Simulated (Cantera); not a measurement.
Feed: 1 mol H2S, 0.56 mol O2, equilibrated at 2800 K and 40.0 Pa.

These are equilibrium values from Cantera (NASA tables, ideal gas, pure condensed phases), not measurements of a reactor. Candidate condensed phases: H2O, H2SO4, S; 19 gas species. Kinetics and transport are ignored.

Base state: H 0.490, O 0.213, S 0.205, SO 0.0548, H2 0.0144, OH 0.00994, O2 0.00617, SO2 0.00327 (mole fractions); condensed: gas only.

### Question
What changes in the equilibrium state with this change: O2 from 0.56 to 1.3 mol?

### Answer
| species | before | after |
|---|---|---|
| O | 0.213 | 0.389 |
| H | 0.490 | 0.368 |
| S | 0.205 | 0.129 |
| O2 | 0.00617 | 0.0205 |
| H2 | 0.0144 | 0.00810 |
| OH | 0.00994 | 0.0136 |
| SO | 0.0548 | 0.0629 |
| S2 | 0.000921 | 0.000366 |
| SH | 0.000918 | 0.000435 |
| SO2 | 0.00327 | 0.00684 |
